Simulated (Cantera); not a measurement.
Input: 1 mol SiHCl₃, 35 mol N₂, held at 1300 K and 1.33 mbar.

Cantera equilibrium calculation (NASA polynomials, part measured and part estimated; ideal gas, pure solids and liquids). Candidate condensed phases: NH₄Cl, Si, Si₃N₄; 28 gas species. N₂ is the only nitrogen source here; it is nearly inert below about 1500 K, so the nitride shown seldom forms there in practice. The tables' values for SiCl₃ are old estimates; treat these amounts as uncertain. Kinetics and transport are ignored.

Q: What is the equilibrium state?

A: 
| Quantity | Value |
|---|---|
| x(N₂) | 0.954 |
| x(HCl) | 0.0255 |
| x(SiCl₂) | 0.00990 |
| x(SiCl₄) | 0.00669 |
| x(SiCl₃) | 0.00334 |
| x(H₂) | 0.000937 |
| x(Cl) | 2.13e-5 |
| x(SiHCl₃) | 1.12e-5 |
| n(Si₃N₄(s)) | 0.0905 mol |
| gas amount | 36.51 mol |
| log10 activity of Si(s) (absent) | -2.27 |
